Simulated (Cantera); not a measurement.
Input (Python, Cantera) and output of one run.

```python
import numpy as np
import cantera as ct

gas_names = """
    AL ALCL ALCL2 ALCL3 ALH ALO ALOCL ALOH ALO2 ALO2H AL2 AL2CL6 AL2O AL2O2 CL CLO CL2 H HALO HCL HOCL
    HO2 H2 H2O H2O2 O OH O2 O3
""".split()
cond_names = """
    AL(cr) AL(L) ALCL3(s) ALCL3(L) AL2O3(a) AL2O3(L) H2O(s) H2O(L)
""".split()


def load(file, names, dense=False):
    # The tables refer to 1 bar. Condensed volumes are neglected.
    table = {s.name: s for s in ct.Species.list_from_file(file)}
    out = []
    for n in names:
        d = dict(table[n].input_data)
        d["thermo"] = dict(d["thermo"], **{"reference-pressure": 1e5})
        if dense:
            d["equation-of-state"] = {"model": "constant-volume", "density": "1e6 g/cm^3"}
        out.append(ct.Species.from_dict(d))
    return out


gas = ct.Solution(thermo="ideal-gas", species=load("nasa_gas.yaml", gas_names))
cond = {s.name: ct.Solution(thermo="fixed-stoichiometry", species=[s], name=s.name)
        for s in load("nasa_condensed.yaml", cond_names, dense=True)}
atoms = {
    'AlCl3': {'AL': 1, 'CL': 3},
    'H2O': {'H': 2, 'O': 1},
    'H2': {'H': 2},
}
top_T = {}  # K; cautious upper limits of use, not melting points


def equilibrate(T, P, feed):
    n = {}
    for name, mol in feed.items():
        for a, k in atoms[name].items():
            n[a] = n.get(a, 0.0) + k * mol
    gas.TPX = T, P, n
    mass = sum(n.values()) * gas.mean_molecular_weight
    gas.equilibrate("TP")
    valid = [c for c in cond.values() if c.min_temp <= T <= top_T.get(c.name, c.max_temp)]
    mix = ct.Mixture([(gas, mass / gas.mean_molecular_weight)] + [(c, 0.0) for c in valid])
    mix.T, mix.P = T, P
    mix.equilibrate("TP", solver="vcs", rtol=1e-11, max_steps=5000)
    return mix


results = []
feed = {'AlCl3': 1, 'H2O': 16, 'H2': 190}  # mol
T = 1173  # K
P = 47  # Pa
mix = equilibrate(T, P, feed)
results.append((T, P, feed, dict(zip(mix.species_names, mix.species_moles))))
print(gas.report(threshold=0.0001))
for i in range(1, mix.n_phases):
    print(f"{mix.phase(i).name:16s} {mix.phase_moles(i):12.5e} mol")
```

Result:

```
       temperature   1173 K
          pressure   47 Pa
           density   1.7503e-05 kg/m^3
  mean mol. weight   3.6319 kg/kmol
   phase of matter   gas

                          1 kg             1 kmol
                     ---------------   ---------------
          enthalpy        2.2763e+06        8.2675e+06  J
   internal energy       -4.0898e+05       -1.4854e+06  J
           entropy             66948        2.4315e+05  J/K
    Gibbs function       -7.6254e+07       -2.7695e+08  J
 heat capacity c_p              8776             31874  J/K
 heat capacity c_v            6486.8             23560  J/K

                      mass frac. Y      mole frac. X     chem. pot. / RT
                     ---------------   ---------------   ---------------
               HCL           0.14513          0.014458           -46.062
                H2           0.50826           0.91566           -25.668
               H2O           0.34661          0.069879           -60.506
     [  +26 minor]        2.1584e-06        5.2786e-06

AL(L)             0.00000e+00 mol
ALCL3(L)          0.00000e+00 mol
AL2O3(a)          5.00000e-01 mol
```

Method: chemical equilibrium by Gibbs-energy minimisation in Cantera with the NASA 1993 tables (ideal gas, pure condensed phases).
